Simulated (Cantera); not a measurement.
What does this Cantera script print?

```python
import numpy as np
import cantera as ct

gas_names = """
    CL CL2 H HCL H2 N NH NH2 NH3 N2 N2H2 N2H4 Si SiCL SiCL2 SiCL3 SiCL4 SiH SiHCL3 SiH2 SiH2CL2 SiH3
    SiH3CL SiH4 SiN Si2 Si2N Si3
""".split()
cond_names = """
    NH4CL(a) NH4CL(b) Si(cr) Si(L) Si3N4(a)
""".split()


def load(file, names, dense=False):
    # The tables refer to 1 bar. Condensed volumes are neglected.
    table = {s.name: s for s in ct.Species.list_from_file(file)}
    out = []
    for n in names:
        d = dict(table[n].input_data)
        d["thermo"] = dict(d["thermo"], **{"reference-pressure": 1e5})
        if dense:
            d["equation-of-state"] = {"model": "constant-volume", "density": "1e6 g/cm^3"}
        out.append(ct.Species.from_dict(d))
    return out


gas = ct.Solution(thermo="ideal-gas", species=load("nasa_gas.yaml", gas_names))
cond = {s.name: ct.Solution(thermo="fixed-stoichiometry", species=[s], name=s.name)
        for s in load("nasa_condensed.yaml", cond_names, dense=True)}
atoms = {
    'Si': {'Si': 1},
    'HCl': {'H': 1, 'CL': 1},
    'N2': {'N': 2},
}
top_T = {'Si3N4(a)': 2400}  # K; cautious upper limits of use, not melting points


def equilibrate(T, P, feed):
    n = {}
    for name, mol in feed.items():
        for a, k in atoms[name].items():
            n[a] = n.get(a, 0.0) + k * mol
    gas.TPX = T, P, n
    mass = sum(n.values()) * gas.mean_molecular_weight
    gas.equilibrate("TP")
    valid = [c for c in cond.values() if c.min_temp <= T <= top_T.get(c.name, c.max_temp)]
    mix = ct.Mixture([(gas, mass / gas.mean_molecular_weight)] + [(c, 0.0) for c in valid])
    mix.T, mix.P = T, P
    mix.equilibrate("TP", solver="vcs", rtol=1e-11, max_steps=5000)
    return mix


results = []
feed = {'Si': 1, 'HCl': 17, 'N2': 0.94}  # mol
P = 30  # Pa
for T in [873, 948, 1023, 1098, 1173, 1248, 1323, 1398, 1473, 1548, 1623, 1698]:
    mix = equilibrate(T, P, feed)
    results.append((T, P, feed, dict(zip(mix.species_names, mix.species_moles))))
    x = sorted(zip(gas.X, gas.species_names), reverse=True)
    print(f"T = {T:g} K  P = {P:g} Pa  gas = {mix.phase_moles(0):.4g} mol")
    print("   x: " + "  ".join(f"{s} {v:.3e}" for v, s in x if v > 0.001))
    print("   condensed (mol): " + ("  ".join(f"{mix.phase(i).name} {mix.phase_moles(i):.4g}"
          for i in range(1, mix.n_phases) if mix.phase_moles(i) > 1e-12) or "none"))
```

Output:

```
T = 873 K  P = 30 Pa  gas = 16.94 mol
   x: HCL 7.674e-01  H2 1.180e-01  SiCL4 5.900e-02  N2 5.549e-02
   condensed (mol): none
T = 948 K  P = 30 Pa  gas = 16.94 mol
   x: HCL 7.675e-01  H2 1.180e-01  SiCL4 5.893e-02  N2 5.549e-02
   condensed (mol): none
T = 1023 K  P = 30 Pa  gas = 16.94 mol
   x: HCL 7.677e-01  H2 1.178e-01  SiCL4 5.862e-02  N2 5.548e-02
   condensed (mol): none
T = 1098 K  P = 30 Pa  gas = 16.96 mol
   x: HCL 7.687e-01  H2 1.169e-01  SiCL4 5.734e-02  N2 5.544e-02  SiCL3 1.173e-03
   condensed (mol): none
T = 1173 K  P = 30 Pa  gas = 17.01 mol
   x: HCL 7.727e-01  H2 1.132e-01  N2 5.526e-02  SiCL4 5.268e-02  SiCL3 3.559e-03  SiCL2 2.370e-03
   condensed (mol): none
T = 1248 K  P = 30 Pa  gas = 17.18 mol
   x: HCL 7.844e-01  H2 1.026e-01  N2 5.473e-02  SiCL4 4.063e-02  SiCL2 9.931e-03  SiCL3 7.478e-03
   condensed (mol): none
T = 1323 K  P = 30 Pa  gas = 17.44 mol
   x: HCL 8.022e-01  H2 8.627e-02  N2 5.391e-02  SiCL4 2.379e-02  SiCL2 2.335e-02  SiCL3 1.008e-02
   condensed (mol): none
T = 1398 K  P = 30 Pa  gas = 17.67 mol
   x: HCL 8.169e-01  H2 7.253e-02  N2 5.320e-02  SiCL2 3.611e-02  SiCL4 1.085e-02  SiCL3 9.575e-03
   condensed (mol): none
T = 1473 K  P = 30 Pa  gas = 17.82 mol
   x: HCL 8.241e-01  H2 6.492e-02  N2 5.276e-02  SiCL2 4.447e-02  SiCL3 7.407e-03  SiCL4 4.221e-03  CL 1.915e-03
   condensed (mol): none
T = 1548 K  P = 30 Pa  gas = 17.91 mol
   x: HCL 8.245e-01  H2 6.209e-02  N2 5.248e-02  SiCL2 4.908e-02  SiCL3 5.195e-03  CL 4.697e-03  SiCL4 1.540e-03
   condensed (mol): none
T = 1623 K  P = 30 Pa  gas = 18 mol
   x: HCL 8.184e-01  H2 6.251e-02  N2 5.222e-02  SiCL2 5.147e-02  CL 1.029e-02  SiCL3 3.506e-03
   condensed (mol): none
T = 1698 K  P = 30 Pa  gas = 18.12 mol
   x: HCL 8.047e-01  H2 6.567e-02  SiCL2 5.262e-02  N2 5.188e-02  CL 2.039e-02  SiCL3 2.327e-03  H 2.139e-03
   condensed (mol): none
```

Equilibrium computed with Cantera from the NASA thermochemical tables; the gas is ideal and each condensed phase is pure. The tables' values for SiCl3, SiCl are old estimates; treat these amounts as uncertain.
